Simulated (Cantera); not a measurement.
A perfectly stirred reactor is fed with C2H6 : N2 = 1 : 35 (molar parts), at 2670 Pa; it is held at 1800 K, and followed from long to short residence time.

Cantera simulation using GRI-Mech 3.0 (53 species, 325 reactions); the numbers are that mechanism's predictions, not measurements. GRI-Mech 3.0 stops at C3 and has no aromatics, soot or wall deposition, so with more carbon than oxygen in the feed, carbon stays in small species such as C2H2 where larger ones or solid carbon would form. Radical loss at walls, strong at low pressure, is not modelled.

One state of this run: x C2H6 = 0.00129; x C2H = 4.44e-6; x C2H4 = 0.00398; x CH2 = 4.45e-5; x HCN = 2.94e-5; x C2H2 = 0.0158; x H = 0.00104. x: mole fraction; the columns are a selection and need not sum to one.

Which value of τ (s) does it belong to?
A. 0.015
B. 0.0065
C. 0.0028
D. 0.075

C, 0.0028
